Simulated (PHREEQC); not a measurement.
0.76 g of hydrous ferric oxide (600 m²/g; 0.2 weak and 0.005 strong sites per Fe, Dzombak-Morel constants, diffuse double layer) in 1 kg of water with 0.05 mol/kgw of an inert sodium salt and 7.1e-06 mol/kgw NiCl2 and 2.7e-05 mol/kgw H3BO3, at 25 °C; the pH is set by adding NaOH or the inert anion's acid. Oxygen alone is held at its pressure in air (log pO2 = -0.68). CO2 from the air is kept out. Precipitation was switched off in this run.

The series has 17 steps of pH, from 4 to 12.

The numbers come from PHREEQC with the ion-association model, wateq4f.dat.

Question: Near which pH is half of the Ni sorbed, and on which side is more sorbed?

Answer: Near pH 6.1, with more sorbed at higher pH.
